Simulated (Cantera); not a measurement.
Input (Python, Cantera):

```python
import numpy as np
import cantera as ct

gas = ct.Solution("gri30.yaml")
gas.TPX = 650, 120000, {'CH4': 1, 'C2H6': 0.057, 'O2': 2.53, 'N2': 8.84}
inlet = ct.Reservoir(gas, clone=True)
gas.equilibrate("HP")  # start burning
reactor = ct.IdealGasConstPressureReactor(gas, energy="on", clone=False)
exhaust = ct.Reservoir(gas, clone=True)
tau = [0.26, 0.083, 0.027, 0.0086, 0.0028, 0.0009, 0.00029, 9.4e-05, 3e-05][0]
for a, b in ((inlet, reactor), (reactor, exhaust)):
    ct.MassFlowController(a, b, mdot=lambda t: reactor.mass / tau)
net = ct.ReactorNet([reactor])
show = ['CH4', 'C2H6', 'O2', 'NO', 'H2O2']

rows = []
print(f"{'tau/s':>10s}{'T/K':>9s}" + "".join(f"{s:>11s}" for s in show))
for tau in [0.26, 0.083, 0.027, 0.0086, 0.0028, 0.0009, 0.00029, 9.4e-05, 3e-05]:
    net.initial_time = 0.0
    net.advance(30 * tau)
    before = gas.X
    net.advance(40 * tau)
    drift = np.max(np.abs(gas.X - before) / (gas.X + 1e-9))
    rows.append([gas.T, *gas[show].X, drift])
    print(f"{tau:10.3e}{gas.T:9.1f}" + "".join(f"{x:11.3e}" for x in gas[show].X))
```

Result:

```
     tau/s      T/K        CH4       C2H6         O2         NO       H2O2
 2.600e-01   2356.6  4.761e-07  3.373e-09  2.692e-02  5.065e-03  1.523e-07
 8.300e-02   2355.8  1.441e-06  1.043e-08  2.759e-02  3.913e-03  1.538e-07
 2.700e-02   2350.5  4.122e-06  3.145e-08  2.865e-02  2.381e-03  1.550e-07
 8.600e-03   2330.5  1.119e-05  9.627e-08  3.012e-02  1.161e-03  1.554e-07
 2.800e-03   2283.9  2.710e-05  2.823e-07  3.229e-02  5.266e-04  1.655e-07
 9.000e-04   2205.7  6.421e-05  8.053e-07  3.542e-02  2.290e-04  2.050e-07
 2.900e-04   2106.1  1.628e-04  2.275e-06  3.943e-02  1.034e-04  2.840e-07
 9.400e-05   1995.2  4.836e-04  7.029e-06  4.533e-02  4.880e-05  4.123e-07
 3.000e-05   1830.3  2.843e-03  4.255e-05  6.372e-02  1.485e-05  7.163e-07
```

Cantera simulation using GRI-Mech 3.0 (53 species, 325 reactions); the numbers are that mechanism's predictions, not measurements.
